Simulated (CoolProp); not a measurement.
A single-stage vapour-compression cycle with the fluid: evaporating at 252.15 K (dew point), condensing at 317.15 K (bubble point), superheat 5 K, subcooling 8 K, compressor efficiency 0.7, no pressure losses. The same conditions are run with several fluids, on thermodynamics alone (safety and materials aside).

Values from CoolProp's reference Helmholtz-energy equation of state of each fluid (R142b: Lemmon 2006; sulfur dioxide: Gao 2016; trans-2-butene: Lemmon 2005; R227EA: Lemmon 2016; isobutene: Lemmon 2005; R1132(E): Akasaka 2024).

```csv
fluid,cooling COP,pressure ratio,discharge temperature (K),refrigerating effect (kJ/kg),volumetric capacity (kJ/m³)
R142b,2.20,9.56,352.2,161,474
sulfur dioxide,2.16,11.7,486.5,(withheld),597
trans-2-butene,2.23,10.1,349.4,303,329
R227EA,1.86,9.49,(withheld),(withheld),496
isobutene,2.19,9.23,344.9,281,428
R1132(E),(withheld),(withheld),369.9,(withheld),(withheld)
```

### Question
Complete the blanks.

### Answer

- sulfur dioxide, refrigerating effect (kJ/kg): 324
- R227EA, discharge temperature (K): 319.1
- R227EA, refrigerating effect (kJ/kg): 72.7
- R1132(E), cooling COP: 1.97
- R1132(E), pressure ratio: 6.58
- R1132(E), refrigerating effect (kJ/kg): 179
- R1132(E), volumetric capacity (kJ/m³): 2330
